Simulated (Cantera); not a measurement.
## B₂O₃ + H₂ (boron, boron nitride and boron oxide)

Feed: 1 mol B₂O₃, a varied amount of H₂, held at 1823.15 K and 0.160 bar.

Method: chemical equilibrium by Gibbs-energy minimisation in Cantera with the NASA 1993 tables (ideal gas, pure condensed phases). Candidate condensed phases: B, B₂O₃, B₃O₃H₃, H₂O; 23 gas species. The numbers say what is thermodynamically allowed, not how fast it happens.

```csv
n(H₂) (mol),x H₂,x HBO₂,x HBO,x B₂O₃,x B₂O₂,n B₂O₃(l)
2.6,0.900,0.0325,0.0300,0.0294,0.00365,0.820
3.9,0.900,0.0325,0.0300,0.0294,0.00365,0.730
6,0.900,0.0325,0.0300,0.0294,0.00365,0.585
9.1,0.900,0.0325,0.0300,0.0294,0.00365,0.370
14,0.900,0.0325,0.0300,0.0294,0.00365,0.0315
21,0.926,0.0248,0.0247,0.0180,0.00241,0
32,0.947,0.0179,0.0195,0.00997,0.00146,0
49,0.963,0.0125,0.0150,0.00527,0.000850,0
74,0.973,0.00854,0.0114,0.00273,0.000491,0
110,0.981,0.00577,0.00872,0.00139,0.000282,0
170,0.986,0.00362,0.00637,0.000636,0.000150,0
```
x: gas mole fraction; n: condensed amount in mol.

From 2.6 mol H₂ to 14 mol H₂ the condensed part is B₂O₃(l). From 21 mol H₂ to 170 mol H₂ nothing is condensed. The main B-bearing gas is B₂O₃ at 2.6 mol H₂ and HBO at 170 mol H₂.
